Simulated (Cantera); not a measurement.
## Metals in furnace atmospheres: Pb + O₂ + CO

Charge: 1 mol Pb, 0.085 mol O₂, 24 mol CO, at 848 K and 2550 Torr.

These are equilibrium values from Cantera (NASA tables, ideal gas, pure condensed phases), not measurements of a reactor. Candidate condensed phases: C, Pb, PbO, PbO₂, Pb₃O₄; 15 gas species. Equilibrium is a limit: real reactors are often held back by kinetics, nucleation or transport.

```yaml
x(CO₂): 0.893
x(CO): 0.107
n(C(graphite)): 11.2 mol
n(Pb(l)): 1.000 mol
gas_amount: 12.77 mol
log10 activity of PbO₂(s) (absent): -17.25
```
